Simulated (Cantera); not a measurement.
Feed: 1 mol BF3, 0.57 mol NH3, held at 75.0 Torr.

These are equilibrium values from Cantera (NASA tables, ideal gas, pure condensed phases), not measurements of a reactor. Candidate condensed phases: B, BN; 31 gas species. The numbers say what is thermodynamically allowed, not how fast it happens.

Question: At 1048 K, list the 5 most abundant gas species with their mole fractions, and the condensed phases.

Answer: BF3 0.462, H2 0.391, N2 0.130, HF 0.0167, BHF2 0.000118. Condensed: BN(s).
